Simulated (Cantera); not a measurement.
Charge: 1 mol CO, 0.45 mol O₂, 19 mol H₂, 0.012 mol NH₃, 0.00014 mol H₂S, equilibrated at 0.00250 bar.

Method: chemical equilibrium by Gibbs-energy minimisation in Cantera with the NASA 1993 tables (ideal gas, pure condensed phases). Candidate condensed phases: C, C₆H₆, C₇H₈, C₈H₁₈, H₂O, H₂SO₄, S; 150 gas species. Equilibrium is a limit: real reactors are often held back by kinetics, nucleation or transport.

x: gas mole fraction; nothing condenses.

```csv
T (K),x H₂,x H,x CO,x H₂O,x OH,x CO₂
1023,0.908,7.89e-8,0.0471,0.0421,9.62e-12,0.00285
1173,0.907,2.25e-6,0.0481,0.0431,7.36e-10,0.00180
1323,0.906,___,0.0487,0.0437,___,___
1473,0.906,0.000241,0.0490,0.0440,3.04e-7,0.000961
1623,0.904,0.00131,0.0491,0.0441,2.69e-6,0.000773
1773,0.900,0.00540,0.0492,0.0442,1.64e-5,0.000649
1923,0.888,0.0178,0.0489,0.0439,7.55e-5,0.000563
2073,0.859,0.0487,0.0482,0.0431,0.000278,0.000499
2223,0.796,0.114,0.0466,0.0410,0.000849,0.000448
2373,___,___,0.0437,___,___,___
2523,0.523,0.402,0.0393,0.0283,0.00463,0.000340
```

Problem. What belongs in the gaps?

Solution. 
- 1323, x H: 3.02e-5
- 1323, x OH: 2.11e-8
- 1323, x CO₂: 0.00126
- 2373, x H₂: 0.685
- 2373, x H: 0.231
- 2373, x H₂O: 0.0366
- 2373, x OH: 0.00219
- 2373, x CO₂: 0.000400
